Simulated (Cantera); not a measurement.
## Moist CO burnout

An isothermal, constant-pressure homogeneous reactor starts with CO : O₂ : H₂O : N₂ = 0.0048 : 0.03 : 0.0078 : 1 (molar parts), equivalence ratio 0.080, at 1425 K and 13300 Pa.

Computed with Cantera and GRI-Mech 3.0 (53 species, 325 reactions).

```csv
t (s),x CO,x O₂,x H₂O,x CO₂,x NO₂,x NO
6.00e-6,0.00460,0.0288,0.00748,1.04e-10,<1e-12,<1e-12
2.55e-5,0.00460,0.0288,0.00748,4.45e-10,<1e-12,<1e-12
0.000109,0.00460,0.0288,0.00748,1.92e-9,<1e-12,<1e-12
0.000463,0.00460,0.0288,0.00748,8.88e-9,<1e-12,<1e-12
0.00197,0.00460,0.0288,0.00748,8.48e-8,<1e-12,<1e-12
0.00839,0.00454,0.0287,0.00746,6.78e-5,<1e-12,2.68e-11
0.0357,0.000255,0.0262,0.00701,0.00435,5.94e-11,4.39e-7
0.152,2.06e-5,0.0265,0.00742,0.00459,3.50e-10,6.76e-7
0.648,1.57e-6,0.0265,0.00748,0.00461,6.18e-10,7.19e-7
2.76,2.28e-7,0.0265,0.00749,0.00461,5.90e-10,7.30e-7
11.7,1.18e-7,0.0265,0.00749,0.00461,6.47e-10,7.35e-7
50.0,1.17e-7,0.0265,0.00749,0.00461,6.64e-10,7.53e-7
```
x: mole fraction; the columns are a selection and need not sum to one.

Equilibrium at this temperature and pressure: CO 1.17e-7, O₂ 0.0264, H₂O 0.00749, CO₂ 0.00461, NO₂ 2.87e-7, NO 0.000327 (gas phase only).
